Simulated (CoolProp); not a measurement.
Vapour-liquid equilibrium of carbon dioxide (1) + propylene (2) at 0.555 MPa; x and y are mole fractions of (1).

Values from CoolProp's multi-fluid Helmholtz-energy mixture model, Span 1996 and Lemmon 2013; pair parameters Bell 2016.

```tsv
x	bubble temperature, mixture model (°C)	bubble temperature, Raoult's law (°C)	y, mixture model	y, Raoult's law
0.05	___	-9.1	___	0.245
0.15	-28.2	-20.0	0.620	0.532
0.25	-37.0	-27.9	0.752	0.690
0.35	-42.4	-33.9	0.818	0.787
0.45	___	-38.8	0.857	0.852
0.55	___	-42.8	___	0.898
0.65	-50.0	-46.1	0.905	0.932
0.75	-51.5	-49.1	0.925	0.957
0.85	-52.9	-51.6	0.948	0.977
0.95	-54.3	-53.9	0.979	0.993
```

Q: What belongs in the gaps?

A: 
- 0.05, bubble temperature, mixture model (°C): -13.0
- 0.05, y, mixture model: 0.308
- 0.45, bubble temperature, mixture model (°C): -45.8
- 0.55, bubble temperature, mixture model (°C): -48.2
- 0.55, y, mixture model: 0.884

The largest gap from Raoult's law is -9.1 K in bubble temperature, at x = 0.25. No azeotrope shows between x = 0.05 and 0.95.

The pair parameters rest on a limited set of measurements; away from them the model extrapolates.
